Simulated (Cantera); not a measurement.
Cantera run, input and output.

```python
import numpy as np
import cantera as ct

gas = ct.Solution("gri30.yaml")
gas.TPX = 475, 1000000, {'H2': 1, 'O2': 0.417, 'N2': 4.58, 'NO': 0.01}
inlet = ct.Reservoir(gas, clone=True)
gas.equilibrate("HP")  # start burning
reactor = ct.IdealGasConstPressureReactor(gas, energy="on", clone=False)
exhaust = ct.Reservoir(gas, clone=True)
tau = [0.03, 0.013, 0.0061, 0.0028, 0.0013, 0.00057, 0.00026, 0.00012, 5.3e-05][0]
for a, b in ((inlet, reactor), (reactor, exhaust)):
    ct.MassFlowController(a, b, mdot=lambda t: reactor.mass / tau)
net = ct.ReactorNet([reactor])
show = ['H2', 'O2', 'NO', 'O', 'NO2', 'H2O2', 'HO2']

rows = []
print(f"{'tau/s':>10s}{'T/K':>9s}" + "".join(f"{s:>11s}" for s in show))
for tau in [0.03, 0.013, 0.0061, 0.0028, 0.0013, 0.00057, 0.00026, 0.00012, 5.3e-05]:
    net.initial_time = 0.0
    net.advance(30 * tau)
    before = gas.X
    net.advance(40 * tau)
    drift = np.max(np.abs(gas.X - before) / (gas.X + 1e-9))
    rows.append([gas.T, *gas[show].X, drift])
    print(f"{tau:10.3e}{gas.T:9.1f}" + "".join(f"{x:11.3e}" for x in gas[show].X))
```

Output:

```
     tau/s      T/K         H2         O2         NO          O        NO2       H2O2        HO2
 3.000e-02   1562.7  2.820e-02  1.346e-04  9.595e-05  4.879e-07  8.267e-09  3.339e-08  7.258e-07
 1.300e-02   1560.5  2.836e-02  2.114e-04  1.415e-04  1.083e-06  1.418e-08  5.568e-08  1.193e-06
 6.100e-03   1557.5  2.859e-02  3.190e-04  2.044e-04  2.224e-06  2.360e-08  8.756e-08  1.856e-06
 2.800e-03   1552.9  2.895e-02  4.894e-04  3.017e-04  4.638e-06  4.080e-08  1.383e-07  2.918e-06
 1.300e-03   1546.1  2.951e-02  7.516e-04  4.419e-04  9.480e-06  7.125e-08  2.152e-07  4.574e-06
 5.700e-04   1535.1  3.047e-02  1.205e-03  6.511e-04  2.014e-05  1.305e-07  3.433e-07  7.487e-06
 2.600e-04   1519.2  3.195e-02  1.919e-03  8.987e-04  4.044e-05  2.298e-07  5.346e-07  1.218e-05
 1.200e-04   1495.4  3.438e-02  3.126e-03  1.156e-03  7.769e-05  3.958e-07  8.355e-07  2.036e-05
 5.300e-05   1452.1  3.962e-02  5.736e-03  1.390e-03  1.420e-04  7.443e-07  1.425e-06  3.883e-05
```

Model: GRI-Mech 3.0 (53 species, 325 reactions), integrated in Cantera. The hydrogen kinetics of GRI-Mech 3.0 are dated; newer H2 mechanisms differ, most at raised pressure. The mechanism lacks 2 NO + O2 → 2 NO2 and HONO, so NO2 and the effect of NO are under-described below about 1400 K.
